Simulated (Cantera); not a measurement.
A perfectly stirred reactor is fed with CH4 : O2 : N2 = 0.01 : 0.0048 : 1 (molar parts), at 5.90 bar; it is held at 1275 K, and followed from long to short residence time.

Cantera simulation using GRI-Mech 3.0 (53 species, 325 reactions); the numbers are that mechanism's predictions, not measurements.

x: mole fraction; the columns are a selection and need not sum to one.

```csv
τ (s),x CH4,x O2,x OH,x CH2,x HO2,x HCN
2.1,0.00587,0.000889,2.24e-9,2.05e-10,7.82e-8,3.75e-10
0.87,0.00638,0.00158,3.66e-9,2.31e-10,1.41e-7,1.70e-10
0.35,___,___,3.73e-9,1.26e-10,___,1.68e-11
0.14,0.00964,0.00461,6.77e-10,3.53e-12,6.61e-8,<1e-12
0.058,0.00980,0.00471,3.34e-10,<1e-12,___,<1e-12
0.023,0.00984,0.00472,2.12e-10,<1e-12,2.63e-8,<1e-12
0.0095,0.00985,0.00473,1.64e-10,<1e-12,2.13e-8,<1e-12
0.0038,0.00985,0.00473,1.27e-10,<1e-12,1.93e-8,<1e-12
```

Task: Fill in the missing entries.

Result: 
- 0.35, x CH4: 0.00787
- 0.35, x O2: 0.00325
- 0.35, x HO2: 1.88e-7
- 0.058, x HO2: 3.93e-8
